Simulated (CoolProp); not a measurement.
Vapour pressure (MPa) of n-hexane: the reference equation beside estimates from Tc = 507.8 K, pc = 3.044 MPa, ω = 0.300.

Values from CoolProp's reference Helmholtz-energy equation of state, Thol 2019.

```json
[
 {"T (K)": "403.5", "reference": "0.5033", "van der Waals": "1.131", "Soave-Redlich-Kwong": "0.5092"},
 {"T (K)": "411", "reference": "0.5899", "van der Waals": "1.231", "Soave-Redlich-Kwong": "0.5978"},
 {"T (K)": "418.4", "reference": "0.6858", "van der Waals": "1.335", "Soave-Redlich-Kwong": "0.6960"},
 {"T (K)": "425.8", "reference": "0.7931", "van der Waals": "1.445", "Soave-Redlich-Kwong": "0.8057"},
 {"T (K)": "433.2", "reference": "0.9124", "van der Waals": "1.560", "Soave-Redlich-Kwong": "0.9278"},
 {"T (K)": "440.6", "reference": "1.045", "van der Waals": "1.681", "Soave-Redlich-Kwong": "1.063"},
 {"T (K)": "448.1", "reference": "1.193", "van der Waals": "1.809", "Soave-Redlich-Kwong": "1.215"},
 {"T (K)": "455.5", "reference": "1.354", "van der Waals": "1.941", "Soave-Redlich-Kwong": "1.379"},
 {"T (K)": "462.9", "reference": "1.532", "van der Waals": "2.079", "Soave-Redlich-Kwong": "1.559"}
]
```

Absolute difference from the reference over all 9 rows, mean and median: van der Waals 74.8 and 71.0 %, Soave-Redlich-Kwong 1.6 and 1.7 %.
